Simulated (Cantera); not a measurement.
**Hydrocarbon pyrolysis for carbon deposition**

An isothermal, constant-pressure homogeneous reactor starts with C2H6 : H2 = 1 : 11 (molar parts), at 1050 K and 750 Torr.

Computed with Cantera and GRI-Mech 3.0 (53 species, 325 reactions). GRI-Mech 3.0 stops at C3 and has no aromatics, soot or wall deposition, so with more carbon than oxygen in the feed, carbon stays in small species such as C2H2 where larger ones or solid carbon would form.

```json
[
 {"t (s)": "5.00e-5", "x C2H6": "0.0833", "x H2": "0.917", "x CH2": "<1e-12", "x C2H4": "2.75e-8", "x C2H2": "<1e-12", "x CH4": "6.04e-8"},
 {"t (s)": "0.000134", "x C2H6": "0.0833", "x H2": "0.917", "x CH2": "<1e-12", "x C2H4": "2.31e-7", "x C2H2": "<1e-12", "x CH4": "1.75e-7"},
 {"t (s)": "0.000360", "x C2H6": "0.0833", "x H2": "0.917", "x CH2": "<1e-12", "x C2H4": "1.76e-6", "x C2H2": "<1e-12", "x CH4": "4.89e-7"},
 {"t (s)": "0.000965", "x C2H6": "0.0833", "x H2": "0.917", "x CH2": "<1e-12", "x C2H4": "1.29e-5", "x C2H2": "4.95e-12", "x CH4": "1.43e-6"},
 {"t (s)": "0.00259", "x C2H6": "0.0832", "x H2": "0.917", "x CH2": "<1e-12", "x C2H4": "8.92e-5", "x C2H2": "2.23e-10", "x CH4": "5.59e-6"},
 {"t (s)": "0.00695", "x C2H6": "0.0828", "x H2": "0.917", "x CH2": "<1e-12", "x C2H4": "0.000509", "x C2H2": "7.19e-9", "x CH4": "3.31e-5"},
 {"t (s)": "0.0186", "x C2H6": "0.0812", "x H2": "0.917", "x CH2": "<1e-12", "x C2H4": "0.00193", "x C2H2": "1.05e-7", "x CH4": "0.000143"},
 {"t (s)": "0.0500", "x C2H6": "0.0772", "x H2": "0.917", "x CH2": "<1e-12", "x C2H4": "0.00549", "x C2H2": "9.08e-7", "x CH4": "0.000436"},
 {"t (s)": "0.134", "x C2H6": "0.0685", "x H2": "0.917", "x CH2": "<1e-12", "x C2H4": "0.0132", "x C2H2": "6.07e-6", "x CH4": "0.00116"},
 {"t (s)": "0.360", "x C2H6": "0.0545", "x H2": "0.917", "x CH2": "<1e-12", "x C2H4": "0.0253", "x C2H2": "3.10e-5", "x CH4": "0.00276"},
 {"t (s)": "0.965", "x C2H6": "0.0425", "x H2": "0.917", "x CH2": "<1e-12", "x C2H4": "0.0348", "x C2H2": "0.000105", "x CH4": "0.00608"},
 {"t (s)": "2.59", "x C2H6": "0.0380", "x H2": "0.913", "x CH2": "<1e-12", "x C2H4": "0.0354", "x C2H2": "0.000197", "x CH4": "0.0135"},
 {"t (s)": "6.95", "x C2H6": "0.0335", "x H2": "0.904", "x CH2": "<1e-12", "x C2H4": "0.0316", "x C2H2": "0.000206", "x CH4": "0.0307"},
 {"t (s)": "18.6", "x C2H6": "0.0249", "x H2": "0.886", "x CH2": "<1e-12", "x C2H4": "0.0240", "x C2H2": "0.000160", "x CH4": "0.0645"},
 {"t (s)": "50.0", "x C2H6": "0.0134", "x H2": "0.862", "x CH2": "<1e-12", "x C2H4": "0.0133", "x C2H2": "9.03e-5", "x CH4": "0.111"}
]
```
x: mole fraction; the columns are a selection and need not sum to one.

Equilibrium at this temperature and pressure: C2H6 8.94e-6, H2 0.833, CH2 <1e-12, C2H4 9.08e-6, C2H2 6.21e-8, CH4 0.167 (gas phase only).
